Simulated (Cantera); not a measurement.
Cantera run:

```python
import numpy as np
import cantera as ct

gas_names = """
    CL CL2 H HCL H2 N NH NH2 NH3 N2 N2H2 N2H4 Si SiCL SiCL2 SiCL3 SiCL4 SiH SiHCL3 SiH2 SiH2CL2 SiH3
    SiH3CL SiH4 SiN Si2 Si2N Si3
""".split()
cond_names = """
    NH4CL(a) NH4CL(b) Si(cr) Si(L) Si3N4(a)
""".split()


# ... load() reads the species with a 1 bar reference pressure and builds the phases ...
atoms = {
    'SiHCl3': {'Si': 1, 'H': 1, 'CL': 3},
    'NH3': {'N': 1, 'H': 3},
    'H2': {'H': 2},
}
top_T = {'Si3N4(a)': 2400}  # K; cautious upper limits of use, not melting points


# ... equilibrate(T, P, feed) seeds the gas with the atoms and calls Mixture.equilibrate('TP', solver="vcs", rtol=1e-11, max_steps=5000) ...
results = []
feed = {'SiHCl3': 1, 'NH3': 5, 'H2': 42}  # mol
T = 1898  # K
for P in [5, 15, 45, 140, 410, 1200, 3700, 11000, 33000, 100000]:
    mix = equilibrate(T, P, feed)
    results.append((T, P, feed, dict(zip(mix.species_names, mix.species_moles))))

top = {s: max(r[3][s] / sum(r[3][g] for g in gas_names) for r in results) for s in gas_names}
cols = sorted((s for s in top if top[s] > 0.0001), key=lambda s: -top[s])[:5]
seen = [c for c in cond_names if any(r[3].get(c, 0) > 1e-12 for r in results)]
print("log10 of partial pressures in bar; condensed amounts in mol")
print(f"{'P/Pa':>10s}" + "".join(f"{s[:9]:>10s}" for s in cols + seen))
for T, P, feed, n in results:
    ng = sum(n[g] for g in gas_names)
    print(f"{P:10.4g}" + "".join(f"{np.log10(max(n[s] / ng * P / 1e5, 1e-99)):10.3f}" for s in cols)
          + "".join(f"{n.get(c, 0):10.4g}" for c in seen))
```

Result:

```
log10 of partial pressures in bar; condensed amounts in mol
      P/Pa        H2         H       HCL        N2        Si     Si(L)  Si3N4(a)
         5    -4.403    -5.308    -5.637    -5.666    -6.087         0         0
        15    -3.905    -5.059    -5.150    -5.179    -5.632         0         0
        45    -3.414    -4.814    -4.691    -4.695    -5.214         0         0
       140    -2.911    -4.562    -4.230    -4.197    -4.911    0.1416         0
       410    -2.438    -4.326    -3.754    -3.726    -4.911    0.4886         0
      1200    -1.968    -4.091    -3.284    -3.257    -4.911    0.6104         0
      3700    -1.478    -3.846    -2.792    -2.767    -4.911    0.6557         0
   1.1e+04    -1.004    -3.609    -2.318    -2.294    -4.911    0.6715         0
   3.3e+04    -0.526    -3.370    -1.841    -1.816    -4.911    0.6771         0
     1e+05    -0.041    -3.128    -1.357    -1.398    -4.911    0.1494    0.1762
```

Equilibrium computed with Cantera from the NASA thermochemical tables; the gas is ideal and each condensed phase is pure. Mutual solubility and eutectic melting of coexisting phases are not modelled. The tables' values for SiCl, SiCl3, SiN are old estimates; treat these amounts as uncertain. Gases not in the tables: Si2H6 and higher silanes.
